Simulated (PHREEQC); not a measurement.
Dissolve 15 mmol/kgw MgBr2 at 71 °C. Closed to the air; pH follows from the charge balance.

Equilibrium calculation in PHREEQC: ion-association model, phreeqc.dat.

Q: The ionic strength comes out as 0.0450 mol/kgw. What activity coefficients do MgOH+, Mg+2, Br-, H+ get?

A: MgOH+ 0.83, Mg+2 0.47, Br- 0.80, H+ 0.85.

No solid was allowed to form. Away from 25 °C the constants follow the database's enthalpies or fits; those with neither stay at their 25 °C values.
